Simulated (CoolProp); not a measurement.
Vapour-liquid equilibrium of propane (1) + toluene (2) at 29.95 °C; x and y are mole fractions of (1).

The numbers come from the multi-fluid Helmholtz-energy mixture model, Lemmon 2009 and Lemmon 2006; pair parameters Bell 2016 in CoolProp.

```tsv
x	bubble pressure (MPa)	y at the bubble point	dew pressure at overall composition x (MPa)	liquid density (mol/L)
0.05	0.09566	0.949	0.005140	9.424
0.125	0.2228	0.978	0.005581	9.602
0.2	0.3369	0.986	0.006105	9.780
0.275	0.4369	0.989	0.006736	9.957
0.35	0.5230	0.991	0.007514	10.13
0.425	0.5968	0.993	0.008494	10.31
0.5	0.6605	0.994	0.009768	10.47
0.575	0.7170	0.994	0.01149	10.63
0.65	0.7695	0.995	0.01395	10.77
0.725	0.8213	0.996	0.01775	10.90
0.8	0.8764	0.997	0.02440	11.00
0.875	0.9391	0.998	0.03901	11.05
0.95	1.015	0.999	0.09721	11.04
```

No azeotrope shows between x = 0.05 and 0.95.

Pair parameters are fitted to limited data, so mixtures are less certain than the pure fluids. The gap from Raoult's law changes sign with composition, which may be real or a fault of the pair parameters; it wasn't checked against measurements. With so large a gap from Raoult's law the liquid may split in two, which this calculation doesn't test in full.
